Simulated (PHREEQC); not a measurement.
Solution (40 °C): 0.11 mmol/kgw HNO3 and 3.2 mmol/kgw CuCl2. Closed to the air; pH follows from the charge balance.

Model: ion-association model, phreeqc.dat, run in PHREEQC.

### Question
The ionic strength comes out as 0.00957 mol/kgw. What activity coefficients do Cu+2, CuCl+, NO3-, H+, Cl- get?

### Answer
Cu+2 0.67, CuCl+ 0.90, NO3- 0.90, H+ 0.91, Cl- 0.90.

Precipitation was switched off in this run. Constants without temperature data keep their 25 °C values here.
